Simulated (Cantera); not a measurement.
What does this Cantera script print?

```python
import numpy as np
import cantera as ct

gas = ct.Solution("gri30.yaml")
gas.TPX = 1523, 101325, {'C2H6': 1, 'N2': 2, 'H2O': 0.19}
reactor = ct.IdealGasConstPressureReactor(gas, energy="off", clone=False)
net = ct.ReactorNet([reactor])
net.rtol, net.atol = 1e-08, 1e-18
show = ['C2H6', 'C2H2', 'H', 'CH4', 'HCN']
times = np.geomspace(9e-05, 2, 10)

steps = ct.SolutionArray(gas, extra=["t"])
rows = []
print(f"{'t/s':>10s}{'T/K':>9s}{'P/Pa':>11s}" + "".join(f"{s:>11s}" for s in show))
for t in times:
    while net.time < t:
        t_next = net.step()
        steps.append(gas.state, t=t_next)
    rows.append([np.interp(t, steps.t, y) for y in (steps.T, steps.P, *steps(*show).X.T)])
    print(f"{t:10.3e}{rows[-1][0]:9.1f}{rows[-1][1]:11.4g}" + "".join(f"{x:11.3e}" for x in rows[-1][2:]))
rate = np.gradient(steps.T, steps.t)
print("integrator steps:", len(steps.t))
if steps.T.max() > steps.T[0] + 200:
    print(f"time of steepest temperature rise: {steps.t[rate.argmax()]:.4e} s")
gas.TPX = 1523, 101325, {'C2H6': 1, 'N2': 2, 'H2O': 0.19}
gas.equilibrate("TP")
print(f"equilibrium (TP): T = {gas.T:.1f} K  " + "  ".join(f"{s} {gas[s].X[0]:.3e}" for s in show))
```

Result:

```
       t/s      T/K       P/Pa       C2H6       C2H2          H        CH4        HCN
 9.000e-05   1523.0  1.013e+05  1.312e-01  8.410e-03  9.013e-05  4.071e-02  9.981e-09
 2.737e-04   1523.0  1.013e+05  2.314e-02  3.825e-02  9.067e-05  7.320e-02  1.287e-08
 8.321e-04   1523.0  1.013e+05  1.479e-03  7.801e-02  3.429e-05  7.800e-02  1.311e-08
 2.530e-03   1523.0  1.013e+05  1.694e-04  1.064e-01  1.419e-05  7.652e-02  1.278e-08
 7.694e-03   1523.0  1.013e+05  8.059e-05  1.362e-01  1.217e-05  7.430e-02  1.240e-08
 2.340e-02   1523.0  1.013e+05  4.513e-05  1.583e-01  1.146e-05  7.226e-02  1.218e-08
 7.114e-02   1523.0  1.013e+05  3.905e-05  1.616e-01  1.142e-05  7.045e-02  1.234e-08
 2.163e-01   1523.0  1.013e+05  3.678e-05  1.621e-01  1.178e-05  6.638e-02  1.296e-08
 6.577e-01   1523.0  1.013e+05  3.313e-05  1.624e-01  1.251e-05  5.903e-02  1.487e-08
 2.000e+00   1523.0  1.013e+05  3.082e-05  1.594e-01  1.322e-05  5.380e-02  2.042e-08
integrator steps: 1381
equilibrium (TP): T = 1523.0 K  C2H6 2.256e-05  C2H2 9.891e-02  H 1.404e-05  CH4 4.736e-02  HCN 9.330e-02
```

Detailed kinetics in Cantera: GRI-Mech 3.0 (53 species, 325 reactions). GRI-Mech 3.0 stops at C3 and has no aromatics, soot or wall deposition, so with more carbon than oxygen in the feed, carbon stays in small species such as C2H2 where larger ones or solid carbon would form.
